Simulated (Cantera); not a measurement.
A Cantera script and what it prints.

```python
import numpy as np
import cantera as ct

gas_names = """
    AL ALCL ALCL2 ALCL3 ALN ALO ALOCL ALO2 AL2 AL2CL6 AL2O AL2O2 CL CLO CL2 N NO NO2 NO3 N2 N2O O O2 O3
""".split()
cond_names = """
    AL(cr) AL(L) ALCL3(s) ALCL3(L) ALN(s) AL2O3(a) AL2O3(L)
""".split()


def load(file, names, dense=False):
    # The tables refer to 1 bar. Condensed volumes are neglected.
    table = {s.name: s for s in ct.Species.list_from_file(file)}
    out = []
    for n in names:
        d = dict(table[n].input_data)
        d["thermo"] = dict(d["thermo"], **{"reference-pressure": 1e5})
        if dense:
            d["equation-of-state"] = {"model": "constant-volume", "density": "1e6 g/cm^3"}
        out.append(ct.Species.from_dict(d))
    return out


gas = ct.Solution(thermo="ideal-gas", species=load("nasa_gas.yaml", gas_names))
cond = {s.name: ct.Solution(thermo="fixed-stoichiometry", species=[s], name=s.name)
        for s in load("nasa_condensed.yaml", cond_names, dense=True)}
atoms = {
    'AlCl3': {'AL': 1, 'CL': 3},
    'O2': {'O': 2},
    'N2': {'N': 2},
}
top_T = {'ALN(s)': 2750}  # K; cautious upper limits of use, not melting points


def equilibrate(T, P, feed):
    n = {}
    for name, mol in feed.items():
        for a, k in atoms[name].items():
            n[a] = n.get(a, 0.0) + k * mol
    gas.TPX = T, P, n
    mass = sum(n.values()) * gas.mean_molecular_weight
    gas.equilibrate("TP")
    valid = [c for c in cond.values() if c.min_temp <= T <= top_T.get(c.name, c.max_temp)]
    mix = ct.Mixture([(gas, mass / gas.mean_molecular_weight)] + [(c, 0.0) for c in valid])
    mix.T, mix.P = T, P
    mix.equilibrate("TP", solver="vcs", rtol=1e-11, max_steps=5000)
    return mix


results = []
feed = {'AlCl3': 1, 'O2': 3.6, 'N2': 19}  # mol
P = 1333.22  # Pa
for T in [1525, 1575, 1625, 1675, 1725, 1775, 1825, 1875, 1925, 1975, 2025, 2075, 2125]:
    mix = equilibrate(T, P, feed)
    results.append((T, P, feed, dict(zip(mix.species_names, mix.species_moles))))

top = {s: max(r[3][s] / sum(r[3][g] for g in gas_names) for r in results) for s in gas_names}
cols = sorted((s for s in top if top[s] > 1e-05), key=lambda s: -top[s])[:8]
seen = [c for c in cond_names if any(r[3].get(c, 0) > 1e-12 for r in results)]
print("log10 of partial pressures in bar; condensed amounts in mol")
print(f"{'T/K':>10s}" + "".join(f"{s[:9]:>10s}" for s in cols + seen))
for T, P, feed, n in results:
    ng = sum(n[g] for g in gas_names)
    print(f"{T:10.4g}" + "".join(f"{np.log10(max(n[s] / ng * P / 1e5, 1e-99)):10.3f}" for s in cols)
          + "".join(f"{n.get(c, 0):10.4g}" for c in seen))
```

It prints:

```
log10 of partial pressures in bar; condensed amounts in mol
       T/K        N2        CL        O2       CL2        NO         O       CLO     ALOCL  AL2O3(a)
      1525    -1.983    -2.953    -2.809    -3.582    -4.866    -6.651    -5.980    -9.632    0.4997
      1575    -1.986    -2.897    -2.812    -3.744    -4.769    -6.377    -5.952    -9.194    0.4997
      1625    -1.988    -2.859    -2.815    -3.926    -4.678    -6.118    -5.940    -8.798    0.4997
      1675    -1.990    -2.834    -2.817    -4.119    -4.592    -5.875    -5.939    -8.438    0.4998
      1725    -1.991    -2.819    -2.819    -4.318    -4.511    -5.646    -5.947    -8.108    0.4998
      1775    -1.991    -2.810    -2.821    -4.515    -4.434    -5.429    -5.959    -7.802    0.4998
      1825    -1.992    -2.804    -2.822    -4.708    -4.361    -5.225    -5.974    -7.516    0.4998
      1875    -1.992    -2.800    -2.824    -4.894    -4.293    -5.031    -5.990    -7.249    0.4998
      1925    -1.993    -2.798    -2.826    -5.074    -4.228    -4.847    -6.007    -6.997    0.4998
      1975    -1.993    -2.797    -2.829    -5.246    -4.166    -4.673    -6.024    -6.758    0.4998
      2025    -1.994    -2.796    -2.832    -5.410    -4.108    -4.508    -6.041    -6.533    0.4997
      2075    -1.994    -2.796    -2.836    -5.568    -4.054    -4.351    -6.058    -6.319    0.4995
      2125    -1.995    -2.796    -2.840    -5.719    -4.002    -4.202    -6.076    -6.116    0.4992
```

Method: chemical equilibrium by Gibbs-energy minimisation in Cantera with the NASA 1993 tables (ideal gas, pure condensed phases).
